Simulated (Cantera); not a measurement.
An isothermal, constant-pressure homogeneous reactor starts with C2H6 : N2 = 1.3 : 28 (molar parts), at 1025 K and 0.0267 bar.

Detailed kinetics in Cantera: GRI-Mech 3.0 (53 species, 325 reactions). GRI-Mech 3.0 stops at C3 and has no aromatics, soot or wall deposition, so with more carbon than oxygen in the feed, carbon stays in small species such as C2H2 where larger ones or solid carbon would form. Radical loss at walls, strong at low pressure, is not modelled.

x: mole fraction; the columns are a selection and need not sum to one.

| t (s) | x C2H6 | x CH3 | x HCN | x H2 | x C2H |
|---|---|---|---|---|---|
| 2.00e-5 | 0.0444 | 1.22e-9 | <1e-12 | <1e-12 | <1e-12 |
| 0.000100 | 0.0444 | 6.11e-9 | <1e-12 | <1e-12 | <1e-12 |
| 0.000502 | 0.0444 | 3.01e-8 | <1e-12 | 6.78e-11 | <1e-12 |
| 0.00252 | 0.0444 | 1.38e-7 | <1e-12 | 9.68e-9 | <1e-12 |
| 0.0126 | 0.0444 | [?] | <1e-12 | [?] | <1e-12 |
| 0.0632 | 0.0443 | 9.83e-7 | <1e-12 | 5.84e-5 | <1e-12 |
| 0.317 | 0.0432 | 2.93e-6 | <1e-12 | 0.00107 | <1e-12 |
| 1.59 | 0.0366 | 2.74e-6 | <1e-12 | 0.00708 | <1e-12 |
| 7.96 | 0.0132 | 1.57e-6 | <1e-12 | 0.0288 | <1e-12 |
| 39.9 | [?] | [?] | <1e-12 | [?] | <1e-12 |
| 200 | 6.74e-5 | 8.65e-8 | <1e-12 | 0.0502 | <1e-12 |

**Question.** Fill in the missing entries.

**Answer.** 
- 0.0126, x CH3: 4.67e-7
- 0.0126, x H2: 1.03e-6
- 39.9, x C2H6: 0.000354
- 39.9, x CH3: 2.00e-7
- 39.9, x H2: 0.0446
